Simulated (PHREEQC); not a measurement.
0.05 mol of Gypsum (CaSO4:2H2O) is brought to equilibrium with 1 kg of water holding 0.01 mol NaCl, at 25 °C, the pH being set by adding NaOH or HCl. O2 is buffered at 0.21 atm. No CO2 enters from the air. Solids allowed: Gypsum. Others were left out.

The numbers come from PHREEQC with the ion-association model, phreeqc.dat.

```json
[
 {"pH": "2", "dissolved Ca (mol/kgw)": "0.0203", "dissolved S (mol/kgw)": "0.0203", "HSO4- (mol/kgw)": "0.00501"},
 {"pH": "2.8", "dissolved Ca (mol/kgw)": "0.0167", "dissolved S (mol/kgw)": "0.0167", "HSO4- (mol/kgw)": "0.000913"},
 {"pH": "3.2", "dissolved Ca (mol/kgw)": "0.0163", "dissolved S (mol/kgw)": "0.0163", "HSO4- (mol/kgw)": "0.000371"},
 {"pH": "4", "dissolved Ca (mol/kgw)": "0.0161", "dissolved S (mol/kgw)": "0.0161", "HSO4- (mol/kgw)": "5.95e-5"},
 {"pH": "4.4", "dissolved Ca (mol/kgw)": "0.0160", "dissolved S (mol/kgw)": "0.0160", "HSO4- (mol/kgw)": "2.37e-5"},
 {"pH": "5.2", "dissolved Ca (mol/kgw)": "0.0160", "dissolved S (mol/kgw)": "0.0160", "HSO4- (mol/kgw)": "3.77e-6"},
 {"pH": "5.6", "dissolved Ca (mol/kgw)": "0.0160", "dissolved S (mol/kgw)": "0.0160", "HSO4- (mol/kgw)": "1.50e-6"},
 {"pH": "6.4", "dissolved Ca (mol/kgw)": "0.0160", "dissolved S (mol/kgw)": "0.0160", "HSO4- (mol/kgw)": "2.38e-7"},
 {"pH": "6.8", "dissolved Ca (mol/kgw)": "0.0160", "dissolved S (mol/kgw)": "0.0160", "HSO4- (mol/kgw)": "9.46e-8"},
 {"pH": "7.6", "dissolved Ca (mol/kgw)": "0.0160", "dissolved S (mol/kgw)": "0.0160", "HSO4- (mol/kgw)": "1.50e-8"},
 {"pH": "8", "dissolved Ca (mol/kgw)": "0.0160", "dissolved S (mol/kgw)": "0.0160", "HSO4- (mol/kgw)": "5.97e-9"},
 {"pH": "8.8", "dissolved Ca (mol/kgw)": "0.0160", "dissolved S (mol/kgw)": "0.0160", "HSO4- (mol/kgw)": "9.46e-10"},
 {"pH": "9.2", "dissolved Ca (mol/kgw)": "0.0160", "dissolved S (mol/kgw)": "0.0160", "HSO4- (mol/kgw)": "3.77e-10"},
 {"pH": "10", "dissolved Ca (mol/kgw)": "0.0160", "dissolved S (mol/kgw)": "0.0160", "HSO4- (mol/kgw)": "5.97e-11"}
]
```

Complexes and solids missing from the database can't appear.
